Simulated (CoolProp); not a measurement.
Aqueous ethylene glycol as a coolant, 59 % by mass, freezing at -49.5 °C, 1 atm.

Model: Melinder's fits for secondary coolants, in CoolProp.

```tsv
T (°C)	cp (kJ/(kg K))	density (kg/m³)	Prandtl number	viscosity (mPa s)
-8.1	2.937	1090	135	15.9
-3.8	2.966	1088	108	12.7
0.5	2.995	1086	88.0	10.3
4.8	3.023	1084	72.7	8.47
9.1	3.051	1082	60.9	7.07
13.4	3.079	1080	51.6	5.97
17.8	3.107	1077	44.1	5.09
22.1	3.133	1075	38.2	4.40
26.4	3.159	1072	33.5	3.84
30.7	3.185	1070	29.6	3.39
35	3.210	1067	26.4	3.02
```
